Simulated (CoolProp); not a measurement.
A closed Brayton cycle with carbon dioxide: compressor inlet 331.15 K and 8.6 MPa, high pressure 19.2 MPa, turbine inlet 875 K, compressor efficiency 0.85, turbine efficiency 0.85, recuperator effectiveness 0.8 (on enthalpy, no pinch check). Each further row changes one setting.

The numbers come from the reference Helmholtz-energy equation of state, Span 1996 in CoolProp.

| case | thermal efficiency (%) | net work (kJ/kg) | compressor to turbine work | compressor exit (K) | turbine exit (K) |
|---|---|---|---|---|---|
| as stated | 25.3 | 65.9 | 0.39 | 399.9 | 780.1 |
| turbine inlet 825 K | 24.4 | 59.1 | 0.41 | 399.9 | 733.4 |
| compressor inlet 341.15 K | 24.5 | 61.1 | 0.43 | 414.1 | 780.1 |
| high pressure 16.3 MPa | 22.9 | 54.6 | 0.37 | 385.5 | 799.0 |
| recuperator effectiveness 0.5 | 16.8 | 65.9 | 0.39 | 399.9 | 780.1 |
